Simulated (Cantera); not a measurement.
Input (Python, Cantera) and output of one run.

```python
import numpy as np
import cantera as ct

gas_names = """
    H HNO HNO2 HNO3 HO2 H2 H2O H2O2 N NH NH2 NH3 NH2OH NO NO2 NO3 N2 N2H2 N2H4 N2O O OH O2 O3
""".split()
cond_names = """
    H2O(s) H2O(L)
""".split()


# ... load() reads the species with a 1 bar reference pressure and builds the phases ...
atoms = {
    'N2O': {'N': 2, 'O': 1},
    'H2O': {'H': 2, 'O': 1},
}
top_T = {}  # K; cautious upper limits of use, not melting points


# ... equilibrate(T, P, feed) seeds the gas with the atoms and calls Mixture.equilibrate('TP', solver="vcs", rtol=1e-11, max_steps=5000) ...
results = []
feed = {'N2O': 1, 'H2O': 1.6}  # mol
P = 1700  # Pa
for T in [1600, 1650, 1700, 1750, 1800, 1850, 1900, 1950]:
    mix = equilibrate(T, P, feed)
    results.append((T, P, feed, dict(zip(mix.species_names, mix.species_moles))))
    x = sorted(zip(gas.X, gas.species_names), reverse=True)
    print(f"T = {T:g} K  P = {P:g} Pa  gas = {mix.phase_moles(0):.4g} mol")
    print("   x: " + "  ".join(f"{s} {v:.3e}" for v, s in x if v > 1e-05))
    print("   condensed (mol): " + ("  ".join(f"{mix.phase(i).name} {mix.phase_moles(i):.4g}"
          for i in range(1, mix.n_phases) if mix.phase_moles(i) > 1e-12) or "none"))
```

It prints:

```
T = 1600 K  P = 1700 Pa  gas = 3.101 mol
   x: H2O 5.154e-01  N2 3.219e-01  O2 1.604e-01  NO 1.081e-03  OH 1.040e-03  H2 6.546e-05  O 4.456e-05
   condensed (mol): none
T = 1650 K  P = 1700 Pa  gas = 3.101 mol
   x: H2O 5.150e-01  N2 3.218e-01  O2 1.602e-01  OH 1.506e-03  NO 1.331e-03  H2 1.158e-04  O 7.949e-05
   condensed (mol): none
T = 1700 K  P = 1700 Pa  gas = 3.102 mol
   x: H2O 5.145e-01  N2 3.215e-01  O2 1.599e-01  OH 2.134e-03  NO 1.617e-03  H2 1.983e-04  O 1.371e-04  H 1.591e-05
   condensed (mol): none
T = 1750 K  P = 1700 Pa  gas = 3.103 mol
   x: H2O 5.138e-01  N2 3.213e-01  O2 1.595e-01  OH 2.961e-03  NO 1.942e-03  H2 3.292e-04  O 2.291e-04  H 3.236e-05
   condensed (mol): none
T = 1800 K  P = 1700 Pa  gas = 3.105 mol
   x: H2O 5.128e-01  N2 3.209e-01  O2 1.590e-01  OH 4.034e-03  NO 2.308e-03  H2 5.313e-04  O 3.721e-04  H 6.330e-05
   condensed (mol): none
T = 1850 K  P = 1700 Pa  gas = 3.107 mol
   x: H2O 5.114e-01  N2 3.205e-01  O2 1.584e-01  OH 5.401e-03  NO 2.716e-03  H2 8.354e-04  O 5.886e-04  H 1.194e-04
   condensed (mol): none
T = 1900 K  P = 1700 Pa  gas = 3.109 mol
   x: H2O 5.096e-01  N2 3.200e-01  O2 1.577e-01  OH 7.116e-03  NO 3.166e-03  H2 1.282e-03  O 9.086e-04  H 2.179e-04
   condensed (mol): none
T = 1950 K  P = 1700 Pa  gas = 3.113 mol
   x: H2O 5.072e-01  N2 3.194e-01  O2 1.568e-01  OH 9.233e-03  NO 3.660e-03  H2 1.924e-03  O 1.371e-03  H 3.856e-04
   condensed (mol): none
```

Method: chemical equilibrium by Gibbs-energy minimisation in Cantera with the NASA 1993 tables (ideal gas, pure condensed phases).
